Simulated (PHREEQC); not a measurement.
Dissolve 0.0056 mol TMAH and 0.012 mol Na2SiO3 per kg of water at 25 °C. Closed to the air; pH follows from the charge balance.

Model: ion-association model, phreeqc.dat, run in PHREEQC.

```json
[
 {"quantity": "pH", "before": "12.13", "after": "3.60"},
 {"quantity": "ionic strength (mol/kgw)", "before": "0.0311", "after": "0.0178"}
]
```

Task: Which change was made?
(A) TMAH left out
(B) 0.0054 mol/kgw KCl added
(C) TMAH from 0.0056 to 0.028 mol/kgw
(D) 0.00013 mol/kgw NaF added
(E) Na2SiO3 replaced by NaHF2 at the same molality

Result: E, Na2SiO3 replaced by NaHF2 at the same molality

This is a speciation only: nothing precipitates in the calculation. (CH3)4N+ isn't in the database: it is added as a free cation with an ion size of 4 Å.
